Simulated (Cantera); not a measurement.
A perfectly stirred reactor is fed with 16.0 % NH3, 84.0 % H2, at 1.20 bar; it is held at 2275 K, and followed from long to short residence time.

Detailed kinetics in Cantera: the gas-phase N/H chemistry of the illustrative SiF4/NH3 mechanism in the Surface Chemkin manual (1991). Walls and surfaces, which speed up NH3 decomposition in real reactors, are not modelled.

One state of this run: x NH3 = 0.000958; x H2 = 0.923; x N2H4 = 4.57e-11; x N2 = 0.0684; x NH2 = 2.41e-5; x H = 0.00738; x N = 1.71e-6. x: mole fraction; the columns are a selection and need not sum to one.

Task: Which value of τ (s) does it belong to?
A) 0.0034
B) 5.3
C) 1.2
D) 0.064

Result: C, 1.2
